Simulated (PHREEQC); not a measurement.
# Alkaline etch or developer (model solution)

A solution holds 69 mmol/kgw KOH, 160 mmol/kgw NaAlO2 and 0.068 mmol/kgw K2CO3, at 32 °C. Closed to the air; pH follows from the charge balance.

Model: ion-association model, phreeqc.dat, run in PHREEQC.

Precipitation was switched off in this run.

Estimate the pH, activity of water, ionic strength.

pH 12.45; activity of water 0.992; ionic strength 0.229 mol/kgw.

In which forms is C present?

NaCO3- 55 %, CO3-2 45 % of the C.

Examples of supersaturated solids here: Gibbsite (slow to form). Others may be too. Species that the database lacks are ignored.
